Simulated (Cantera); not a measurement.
An adiabatic, constant-volume homogeneous reactor starts with 39.4 % H2, 11.0 % O2, 41.0 % N2, 8.67 % H2O, at 1000 K and 4.93 atm.

Computed with Cantera and the H2/O2 subset of GRI-Mech 3.0, which has no nitrogen chemistry. The hydrogen kinetics of GRI-Mech 3.0 are dated; newer H2 mechanisms differ, most at raised pressure.

Q: Predict: time of steepest temperature rise; temperature at 0.200 s; equilibrium temperature; x(H2) at 0.200 s; x(O2) at 0.200 s; x(H2O) at 0.200 s; x(H2O2) at 0.200 s; x(OH) at 0.200 s; x(HO2) at 0.200 s.

A: 
| Quantity | Result |
|---|---|
| time of steepest temperature rise | 10.6 ms |
| temperature at 0.200 s | 2776 K |
| equilibrium temperature | 2776 K |
| x(H2) at 0.200 s | 0.193 (gas-phase equilibrium 0.193) |
| x(O2) at 0.200 s | 9.69e-5 (gas-phase equilibrium 9.69e-5) |
| x(H2O) at 0.200 s | 0.336 (gas-phase equilibrium 0.336) |
| x(H2O2) at 0.200 s | 1.40e-7 (gas-phase equilibrium 1.40e-7) |
| x(OH) at 0.200 s | 0.00450 (gas-phase equilibrium 0.00450) |
| x(HO2) at 0.200 s | 2.96e-7 (gas-phase equilibrium 2.96e-7) |
